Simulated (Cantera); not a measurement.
Input: 1 mol TiO2, 15 mol Cl2, at 22.5 Torr.

Equilibrium computed with Cantera from the NASA thermochemical tables; the gas is ideal and each condensed phase is pure. Candidate condensed phases: Ti, TiCl2, TiCl3, TiCl4, TiO, TiO2, Ti2O3, Ti3O5, Ti4O7; 15 gas species. Condensed phases not in the tables: TiOCl. The numbers say what is thermodynamically allowed, not how fast it happens.

### Question
What share of the Ti ends up in condensed phases as a function of T (K), at 648, 748, 848, 948, 1048, 1148, 1248, 1348, 1448, 1548, 1648, 1748, 1848?

### Answer
```
T (K)  Ti condensed (%)            as
-----  ----------------  ------------
648               100.0  TiO2(rutile)
748               100.0  TiO2(rutile)
848                99.8  TiO2(rutile)
948                99.4  TiO2(rutile)
1048               98.2  TiO2(rutile)
1148               95.7  TiO2(rutile)
1248               91.2  TiO2(rutile)
1348               84.2  TiO2(rutile)
1448               75.0  TiO2(rutile)
1548               65.6  TiO2(rutile)
1648               59.5  TiO2(rutile)
1748               59.8  TiO2(rutile)
1848               65.5  TiO2(rutile)
```
